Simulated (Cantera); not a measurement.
A perfectly stirred reactor is fed with H2 : O2 = 0.18 : 1 (molar parts), at 8.25 Torr; it is held at 1375 K, and followed from long to short residence time.

Cantera simulation using GRI-Mech 3.0 (53 species, 325 reactions); the numbers are that mechanism's predictions, not measurements. Radical loss at walls, strong at low pressure, is not modelled. The temperature is held fixed by assumption; the heat of reaction is taken as removed at once.

| quantity | before | after |
|---|---|---|
| x(H2) at τ = 0.490 s | 0.00110 | 0.000416 |
| x(O2) at τ = 0.490 s | 0.822 | 0.830 |
| x(OH) at τ = 0.490 s | 0.00573 | 0.00326 |
| x(O) at τ = 0.490 s | 0.0105 | 0.00335 |
| x(H2O) at τ = 0.490 s | 0.159 | 0.162 |
| x(H2) at τ = 43.0 ms | 0.00405 | 0.00187 |
| x(O2) at τ = 43.0 ms | 0.788 | 0.816 |
| x(OH) at τ = 43.0 ms | 0.0108 | 0.00701 |
| x(O) at τ = 43.0 ms | 0.0401 | 0.0157 |
| x(H2O) at τ = 43.0 ms | 0.142 | 0.156 |

Problem. What was changed between the two runs?
(A) pressure from 8.25 Torr to 20.0 Torr
(B) H2 0.18 to 0.039 parts
(C) H2 0.18 to 1.2 parts
(D) temperature 1375 to 1098 K

Solution. A, pressure from 8.25 Torr to 20.0 Torr
